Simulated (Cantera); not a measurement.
Input: 1 mol CH3F, 0.64 mol H2, at 1198.15 K and 13000 Pa.

Equilibrium computed with Cantera from the NASA thermochemical tables; the gas is ideal and each condensed phase is pure. Candidate condensed phases: C, C6H6, C7H8, C8H18; 95 gas species. The numbers say what is thermodynamically allowed, not how fast it happens.

Base state: H2 0.620, HF 0.379, CH4 0.000801 (mole fractions); condensed: C(graphite).

Problem. What changes in the equilibrium state with this change: CH3F replaced by CF4?

Solution. 
```csv
species,before,after
HF,0.379,0.653
CF4,<1e-9,0.347
H2,0.620,2.82e-9
CH4,0.000801,<1e-9
"C(graphite), mol",0.998,0.320
```
Gases not in the tables: C2F6 and larger saturated fluorocarbons.
